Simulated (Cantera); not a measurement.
Feed: 1 mol FeCl2, 6.4 mol H2, 69 mol N2, equilibrated at 0.190 Pa.

Equilibrium computed with Cantera from the NASA thermochemical tables; the gas is ideal and each condensed phase is pure. Candidate condensed phases: Fe, FeCl2, FeCl3, NH4Cl; 18 gas species. Equilibrium is a limit: real reactors are often held back by kinetics, nucleation or transport.

x: gas mole fraction; n: condensed amount in mol.

```
T (°C)   x N2    x H2   x HCl      x Fe  x FeCl2       x H  n Fe(α)  n Fe(γ)
------  -----  ------  ------  --------  -------  --------  -------  -------
675     0.903  0.0718  0.0240  5.28e-10  0.00108   1.02e-7    0.918        0
725     0.903  0.0720  0.0235   7.10e-9  0.00133   4.19e-7    0.898        0
775     0.903  0.0723  0.0230   7.38e-8  0.00160   1.51e-6    0.878        0
825     0.903  0.0725  0.0225       ___      ___       ___    0.858        0
875     0.903  0.0728  0.0220   4.20e-6  0.00211   1.40e-5    0.839        0
925     0.903  0.0730  0.0215   2.44e-5  0.00235   3.73e-5        0    0.818
975     0.903  0.0732  0.0210  0.000123  0.00258   9.17e-5        0    0.793
1025    0.903  0.0734  0.0205       ___  0.00280       ___        0    0.744
1075    0.901  0.0733  0.0200   0.00215  0.00301  0.000455        0    0.605
1125    0.896  0.0729  0.0194   0.00768  0.00318  0.000927        0    0.164
1175    0.892  0.0711  0.0215    0.0110  0.00194   0.00178        0        0
```

**Question.** Fill in the missing entries.

**Answer.** 
- 825, x Fe: 6.13e-7
- 825, x FeCl2: 0.00186
- 825, x H: 4.83e-6
- 1025, x Fe: 0.000543
- 1025, x H: 0.000211
